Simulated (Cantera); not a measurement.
# Ignition delay

Mixture: CH₄ : CO : O₂ : N₂ = 1 : 0.14 : 1.22 : 3.2 (molar parts), equivalence ratio 1.7, at 7500 Torr, adiabatic and at constant pressure. Ignition delay is the time to a rise of 400 K.

Model: GRI-Mech 3.0 (53 species, 325 reactions), integrated in Cantera.

```csv
T0 (K),delay (ms)
1100,25.5
1175,8.53
1250,3.16
1325,1.27
1400,0.545
1475,0.247
```

```
Quantity                                                 Value
--------------------------------------------------  ----------
apparent activation energy between 1325 and 1475 K  180 kJ/mol
```
